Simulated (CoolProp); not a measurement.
Ethanol along the isobar 2750 kPa: density (kg/m³) from the reference equation and from simpler models built on Tc = 241.6 °C, pc = 6268 kPa, ω = 0.644; each cubic takes its own stable root.

Computed with CoolProp (reference Helmholtz-energy equation of state, Schroeder 2014).

```csv
T (°C),phase,reference
-24.35,liquid,828.9
-9.25,liquid,816.2
5.75,liquid,803.7
20.85,liquid,791.0
35.85,liquid,778.3
50.95,liquid,765.1
65.95,liquid,751.5
81.05,liquid,737.2
96.05,liquid,722.0
111.15,liquid,705.4
126.15,liquid,687.4
141.25,liquid,667.1
156.25,liquid,644.3
171.35,liquid,618.0
186.35,liquid,587.5
201.45,gas,42.99
```

Q: How far does each simpler model (Redlich-Kwong, Soave-Redlich-Kwong, Peng-Robinson) lie from the reference over these 16 states: mean and median of the absolute difference, and the worst?

A: 
- Redlich-Kwong: mean 26.2 %, median 22.4 %, worst -92.4 % at 186.35 °C and 2750 kPa
- Soave-Redlich-Kwong: mean 15.5 %, median 15.5 %, worst -21.1 % at 186.35 °C and 2750 kPa
- Peng-Robinson: mean 5.6 %, median 5.0 %, worst -10.6 % at 186.35 °C and 2750 kPa

At some of these states Redlich-Kwong gives the other phase, because its saturation line lies elsewhere.
